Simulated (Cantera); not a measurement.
## Chlorosilane synthesis and conversion: Si + HCl + H2

Input: 1 mol Si, 4 mol HCl, 16 mol H2, at 1 atm.

These are equilibrium values from Cantera (NASA tables, ideal gas, pure condensed phases), not measurements of a reactor. Candidate condensed phases: Si; 19 gas species. The tables' values for SiCl3 are old estimates; treat these amounts as uncertain. Rates play no part.

| T (°C) | log p H2 | log p SiCl4 | log p HCl | log p SiHCl3 | log p SiCl2 | log p SiCl3 | log p SiH2Cl2 | log p SiH3Cl | n Si(s) |
|---|---|---|---|---|---|---|---|---|---|
| 377 | -0.02 | -1.29 | -2.70 | -2.70 | -10.84 | -7.47 | -5.35 | -8.68 | 0 |
| 452 | -0.02 | -1.31 | -2.42 | -2.42 | -8.90 | -6.30 | -4.69 | -7.62 | 0 |
| 527 | -0.02 | -1.33 | -2.19 | -2.20 | -7.33 | -5.35 | -4.17 | -6.77 | 0 |
| 602 | -0.02 | -1.36 | -2.01 | -2.03 | -6.03 | -4.58 | -3.74 | -6.07 | 0 |
| 677 | -0.02 | -1.40 | -1.86 | -1.90 | -4.95 | -3.94 | -3.39 | -5.48 | 0 |
| 752 | -0.03 | -1.44 | -1.74 | -1.80 | -4.05 | -3.41 | -3.10 | -5.00 | 0 |
| 827 | -0.03 | -1.50 | -1.63 | -1.73 | -3.29 | -2.97 | -2.88 | -4.61 | 0 |
| 902 | -0.03 | -1.57 | -1.52 | -1.71 | -2.68 | -2.62 | -2.73 | -4.33 | 0 |
| 977 | -0.04 | -1.64 | -1.36 | -1.77 | -2.29 | -2.39 | -2.75 | -4.30 | 0.0386 |
log p: log10 of the partial pressure in bar; n: condensed amount in mol.

From 377 °C to 902 °C nothing is condensed. At 977 °C the condensed part is Si(s). The main Si-bearing gas is SiCl4 throughout.
